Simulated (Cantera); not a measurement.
Input (Python, Cantera):

```python
import numpy as np
import cantera as ct

gas = ct.Solution("gri30.yaml", transport_model="multicomponent")
show = ['CO2', 'H', 'NO']

rows = []
print(f"{'T/K':>7s}{'rho':>11s}{'cp':>10s}{'mu':>11s}{'lambda':>11s}{'Pr':>7s}" + "".join(f"{'D_' + s:>11s}" for s in show))
for T in [400, 550, 700, 850, 1000, 1150, 1300, 1450, 1600]:
    gas.TPX = T, 101325, {'NO': 0.28}
    Pr = gas.cp_mass * gas.viscosity / gas.thermal_conductivity
    D = [gas.mix_diff_coeffs_mole[gas.species_index(s)] for s in show]
    rows.append([gas.density, gas.cp_mass, gas.viscosity, gas.thermal_conductivity, Pr, *D])
    print(f"{T:7g}{gas.density:11.4e}{gas.cp_mass:10.1f}{gas.viscosity:11.4e}"
          f"{gas.thermal_conductivity:11.4e}{Pr:7.3f}" + "".join(f"{d:11.4e}" for d in D))
print("SI units: kg/m3, J/kg/K, Pa s, W/m/K, m2/s")
```

Result:

```
    T/K        rho        cp         mu     lambda     Pr      D_CO2        D_H       D_NO
    400 9.1418e-01     998.6 2.3120e-05 3.2481e-02  0.711 2.6097e-05 2.0311e-04 6.6713e-03
    550 6.6486e-01    1028.1 2.8863e-05 4.1877e-02  0.709 4.5806e-05 3.5247e-04 1.1707e-02
    700 5.2239e-01    1067.4 3.3953e-05 5.1198e-02  0.708 6.9499e-05 5.3142e-04 1.7765e-02
    850 4.3020e-01    1103.5 3.8609e-05 6.0213e-02  0.708 9.6803e-05 7.3736e-04 2.4748e-02
   1000 3.6567e-01    1132.7 4.2948e-05 6.8778e-02  0.707 1.2745e-04 9.6842e-04 3.2590e-02
   1150 3.1797e-01    1153.1 4.7043e-05 7.6724e-02  0.707 1.6125e-04 1.2232e-03 4.1238e-02
   1300 2.8129e-01    1170.7 5.0942e-05 8.4378e-02  0.707 1.9804e-04 1.5005e-03 5.0653e-02
   1450 2.5219e-01    1185.8 5.4678e-05 9.1760e-02  0.707 2.3769e-04 1.7994e-03 6.0800e-02
   1600 2.2854e-01    1198.6 5.8275e-05 9.8884e-02  0.706 2.8009e-04 2.1192e-03 7.1653e-02
SI units: kg/m3, J/kg/K, Pa s, W/m/K, m2/s
```

Cantera simulation using GRI-Mech 3.0 (53 species, 325 reactions); the numbers are that mechanism's predictions, not measurements. The composition is frozen, though it would react at the higher temperatures.
